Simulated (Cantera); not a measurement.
An isothermal, constant-pressure homogeneous reactor starts with CO : O2 : H2O : N2 = 0.007 : 0.051 : 0.0037 : 3.1 (molar parts), equivalence ratio 0.069, at 1450 K and 0.470 bar.

Model: GRI-Mech 3.0 (53 species, 325 reactions), integrated in Cantera.

x: mole fraction; the columns are a selection and need not sum to one.

```json
[
 {"t (s)": "1.00e-5", "x CO": "0.00221", "x O2": "0.0161", "x H2O": "0.00117", "x O": "2.17e-10", "x NO2": "<1e-12", "x H2": "<1e-12"},
 {"t (s)": "3.03e-5", "x CO": "0.00221", "x O2": "0.0161", "x H2O": "0.00117", "x O": "6.56e-10", "x NO2": "<1e-12", "x H2": "<1e-12"},
 {"t (s)": "9.20e-5", "x CO": "0.00221", "x O2": "0.0161", "x H2O": "0.00117", "x O": "1.98e-9", "x NO2": "<1e-12", "x H2": "<1e-12"},
 {"t (s)": "0.000279", "x CO": "0.00221", "x O2": "0.0161", "x H2O": "0.00117", "x O": "5.96e-9", "x NO2": "<1e-12", "x H2": "2.42e-12"},
 {"t (s)": "0.000847", "x CO": "0.00221", "x O2": "0.0161", "x H2O": "0.00117", "x O": "2.02e-8", "x NO2": "<1e-12", "x H2": "5.92e-11"},
 {"t (s)": "0.00257", "x CO": "0.00221", "x O2": "0.0161", "x H2O": "0.00117", "x O": "1.81e-7", "x NO2": "<1e-12", "x H2": "2.19e-9"},
 {"t (s)": "0.00779", "x CO": "0.00212", "x O2": "0.0160", "x H2O": "0.00115", "x O": "6.33e-5", "x NO2": "<1e-12", "x H2": "1.37e-6"},
 {"t (s)": "0.0236", "x CO": "0.000275", "x O2": "0.0150", "x H2O": "0.00109", "x O": "0.000344", "x NO2": "4.23e-10", "x H2": "1.26e-5"},
 {"t (s)": "0.0717", "x CO": "1.86e-5", "x O2": "0.0150", "x H2O": "0.00115", "x O": "3.34e-5", "x NO2": "?", "x H2": "1.28e-6"},
 {"t (s)": "0.217", "x CO": "1.72e-6", "x O2": "0.0150", "x H2O": "0.00117", "x O": "4.53e-6", "x NO2": "?", "x H2": "1.71e-7"},
 {"t (s)": "0.659", "x CO": "2.33e-7", "x O2": "0.0150", "x H2O": "0.00117", "x O": "1.01e-6", "x NO2": "?", "x H2": "3.76e-8"},
 {"t (s)": "2.00", "x CO": "7.32e-8", "x O2": "0.0150", "x H2O": "0.00117", "x O": "4.19e-7", "x NO2": "?", "x H2": "1.54e-8"}
]
```

Q: Fill in the missing entries.

A: 
- 0.0717, x NO2: 1.88e-9
- 0.217, x NO2: 2.35e-9
- 0.659, x NO2: 1.55e-9
- 2.00, x NO2: 1.07e-9
